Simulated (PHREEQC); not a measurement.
## Phosphoric acid bath: speciation

Make-up at 25 °C: 0.23 mol/kgw H3PO4 and 0.0051 mol/kgw NaOH. Closed to the air; pH follows from the charge balance.

Equilibrium calculation in PHREEQC: ion-association model, phreeqc.dat.

Each row changes one thing in this solution. Precipitation was switched off in this run.

| case | pH | ionic strength (mol/kgw) | H3PO4 (mol/kgw) | H2PO4- (mol/kgw) | HPO4-2 (mol/kgw) |
|---|---|---|---|---|---|
| as made | 1.47 | 0.0447 | 0.185 | 0.0447 | 1.43e-7 |
| diluted 2-fold with water | 1.63 | 0.0293 | 0.0857 | 0.0293 | 1.25e-7 |
| H3PO4 from 0.23 to 0.115 mol/kgw | 1.65 | 0.0305 | 0.0845 | 0.0305 | 1.38e-7 |
| temperature from 25 to 70 °C | 1.57 | 0.0368 | 0.193 | 0.0368 | 1.84e-7 |
| diluted 100-fold with water | 2.76 | 0.00185 | 0.000448 | 0.00185 | 7.69e-8 |

Constants without temperature data keep their 25 °C values here.
